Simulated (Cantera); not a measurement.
Input: 1 mol C2F6, 2.9 mol F2, at 1.00 bar.

Method: chemical equilibrium by Gibbs-energy minimisation in Cantera with the NASA 1993 tables (ideal gas, pure condensed phases). Candidate condensed phases: C; 13 gas species. The feed counts by its element totals alone. Gases not in the tables: C2F6 and larger saturated fluorocarbons. Kinetics and transport are ignored.

x: gas mole fraction; nothing condenses.

| T (K) | x F | x CF4 | x CF2 | x CF3 |
|---|---|---|---|---|
| 2098 | 0.654 | 0.345 | 1.48e-7 | 7.93e-6 |
| 2173 | 0.654 | 0.345 | 8.91e-7 | 2.31e-5 |
| 2248 | 0.654 | 0.345 | 4.76e-6 | 6.28e-5 |
| 2323 | 0.655 | 0.345 | 2.28e-5 | 0.000160 |
| 2398 | 0.655 | 0.344 | 9.87e-5 | 0.000382 |
| 2473 | 0.655 | 0.343 | 0.000390 | 0.000866 |
| 2548 | 0.656 | 0.340 | ? | ? |
| 2623 | 0.659 | 0.332 | 0.00462 | 0.00374 |
| 2698 | 0.667 | 0.313 | 0.0135 | 0.00692 |
| 2773 | 0.682 | ? | ? | ? |
| 2848 | 0.707 | 0.209 | 0.0671 | 0.0155 |
| 2923 | 0.737 | 0.137 | 0.107 | 0.0174 |
| 2998 | 0.762 | 0.0762 | 0.142 | 0.0163 |
| 3073 | 0.779 | 0.0379 | 0.163 | 0.0134 |

Problem. Some entries are withheld; supply them.

Solution. 
- 2773, x CF4: 0.273
- 2773, x CF2: 0.0335
- 2773, x CF3: 0.0113
- 2548, x CF2: 0.00141
- 2548, x CF3: 0.00186
